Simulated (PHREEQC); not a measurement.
# Brine

Dissolve 1.1 mol/kgw LiBr, 0.086 mol/kgw BaCl2 and 0.32 mol/kgw LiCl at 25 °C. Closed to the air; pH follows from the charge balance.

Equilibrium calculation in PHREEQC: Pitzer model, pitzer.dat.

No solid was allowed to form.

Task: What activity of water does the model give?

Result: activity of water 0.940.

Complexes and solids missing from the database can't appear.
